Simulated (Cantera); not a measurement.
An isothermal, constant-pressure homogeneous reactor starts with 0.274 % CH3OH, 1.96 % O2, 97.8 % N2, at 1350 K and 61000 Pa.

Detailed kinetics in Cantera: GRI-Mech 3.0 (53 species, 325 reactions). GRI-Mech 3.0 was tuned for natural gas; its chemistry of methanol as a main component is partial and can be far from experiment.

Question: Predict: x(O2) at 10.0 s; x(NO) at 10.0 s; x(H2) at 10.0 s.

Answer: 
| Quantity | Value |
|---|---|
| x(O2) at 10.0 s | 0.0154 (gas-phase equilibrium 0.0153) |
| x(NO) at 10.0 s | 4.05e-7 (gas-phase equilibrium 0.000164) |
| x(H2) at 10.0 s | 1.16e-8 (gas-phase equilibrium 1.16e-8) |
